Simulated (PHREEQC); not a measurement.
Make-up at 25 °C: 0.0011 mol MnSO4, 0.00021 mol ZnCl2, 0.00046 mol NaF and 0.095 mol Na2SO4 per kg of water. It is in equilibrium with CO2 at log p = -3.4 (atm). Otherwise closed; pH follows from the charge balance.

Equilibrium calculation in PHREEQC: ion-association model, phreeqc.dat.

This is a speciation only: nothing precipitates in the calculation.

Task: Order these C species by the share of C that they hold, largest first: NaHCO3, MnHCO3+, CO2, HCO3-.

Result: CO2 (67 %), HCO3- (31 %), NaHCO3 (1.5 %), MnHCO3+ (0.45 %)

The pH is 5.85 and the ionic strength 0.252 mol/kgw. Complexes and solids missing from the database can't appear.
